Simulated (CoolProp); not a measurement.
m-xylene along the isobar 3740 kPa: density (kg/m³) from the reference equation and from simpler models built on Tc = 343.7 °C, pc = 3535 kPa, ω = 0.326; each cubic takes its own stable root.

Values from CoolProp's reference Helmholtz-energy equation of state, Zhou 2012.

```json
[
 {"T (°C)": "-35.55", "phase": "liquid", "reference": "912.9"},
 {"T (°C)": "-22.95", "phase": "liquid", "reference": "902.5"},
 {"T (°C)": "-10.35", "phase": "liquid", "reference": "892.1"},
 {"T (°C)": "2.35", "phase": "liquid", "reference": "881.5"},
 {"T (°C)": "14.95", "phase": "liquid", "reference": "871.0"},
 {"T (°C)": "27.55", "phase": "liquid", "reference": "860.4"},
 {"T (°C)": "40.15", "phase": "liquid", "reference": "849.7"},
 {"T (°C)": "52.85", "phase": "liquid", "reference": "838.9"},
 {"T (°C)": "65.45", "phase": "liquid", "reference": "827.9"},
 {"T (°C)": "78.05", "phase": "liquid", "reference": "816.9"},
 {"T (°C)": "90.65", "phase": "liquid", "reference": "805.7"},
 {"T (°C)": "103.35", "phase": "liquid", "reference": "794.3"},
 {"T (°C)": "115.95", "phase": "liquid", "reference": "782.8"},
 {"T (°C)": "128.55", "phase": "liquid", "reference": "771.0"}
]
```

How far does each simpler model (Redlich-Kwong, Peng-Robinson) lie from the reference over these 14 states: mean and median of the absolute difference, and the worst?


- Redlich-Kwong: mean 16.2 %, median 16.1 %, worst -16.7 % at -35.55 °C and 3740 kPa
- Peng-Robinson: mean 3.1 %, median 2.9 %, worst -5.2 % at -35.55 °C and 3740 kPa
